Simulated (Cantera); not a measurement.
Charge: 1 mol CCl4, 0.47 mol HCl, equilibrated at 230 Pa.

Method: chemical equilibrium by Gibbs-energy minimisation in Cantera with the NASA 1993 tables (ideal gas, pure condensed phases). Candidate condensed phases: C, C6H6, C7H8, C8H18; 91 gas species. Equilibrium is a limit: real reactors are often held back by kinetics, nucleation or transport. All values below are at 2550 K.

Base state: Cl 0.898, HCl 0.0746, H 0.0247, H2 0.00145, C3 0.000463, C 0.000142, Cl2 0.000124, C2 4.31e-5 (mole fractions); condensed: C(graphite).

Q: What changes in the equilibrium state with this change: pressure from 230 Pa to 2.20 Pa?

A: 
```json
[
 {"species": "Cl", "before": "0.898", "after": "0.843"},
 {"species": "H", "before": "0.0247", "after": "0.0861"},
 {"species": "C3", "before": "0.000463", "after": "0.0484"},
 {"species": "HCl", "before": "0.0746", "after": "0.00233"},
 {"species": "C", "before": "0.000142", "after": "0.0148"},
 {"species": "Cl2", "before": "0.000124", "after": "1.05e-6"},
 {"species": "C5", "before": "1.71e-6", "after": "0.000178"},
 {"species": "C(graphite), mol", "before": "0.992", "after": "0.0996"}
]
```

Q: What changes in the equilibrium state with this change: CCl4 replaced by CF4?

A: 
```csv
species,before,after
F,0,0.664
Cl,0.898,0.114
HF,0,0.114
CF2,0,0.0819
CF,0,0.0252
HCl,0.0746,6.55e-5
H,0.0247,0.000172
CF3,0,0.000248
CF4,0,0.000104
H2,0.00145,6.96e-8
"C(graphite), mol",0.992,0.549
```
